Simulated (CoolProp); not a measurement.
Vapour-liquid equilibrium of isobutene (1) + n-octane (2) at 108.55 °C; x and y are mole fractions of (1).

The numbers come from the multi-fluid Helmholtz-energy mixture model, Lemmon 2005 and Beckmüller 2019; pair parameters Bell 2016 in CoolProp.

Give the bubble pressure and the first vapour's composition at x = 0.05, 0.15, 0.65. Is there an azeotrope?

x = 0.05: 0.1431 MPa, y = 0.574; x = 0.15: 0.3064 MPa, y = 0.808; x = 0.65: 1.245 MPa, y = 0.969. No azeotrope shows between x = 0.05 and 0.95.

Pair parameters are fitted to limited data, so mixtures are less certain than the pure fluids.
